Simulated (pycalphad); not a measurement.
CALPHAD calculation (pycalphad, COST 507 light-alloy database (1999)), 1 atm. The data set is of 1999 and partly superseded. Amounts are mole fractions of atoms.

Question: Give the equilibrium state of Y-10.36Si (wt.%) at 1775 K.

Answer: SI3Y5, fraction 0.534, with 15.9 Si wt.%; liquid, fraction 0.466, with 5.1 Si wt.%.

Question: Give the equilibrium state of Y-10.36Si (wt.%) at 1175 K.

Answer: SI3Y5, fraction 0.714, with 15.9 Si wt.%; hcp, fraction 0.286, with <0.01 Si wt.%.

Database names, with the compositions (at.%) that they take in these runs: SI3Y5: Y 62 Si 37.
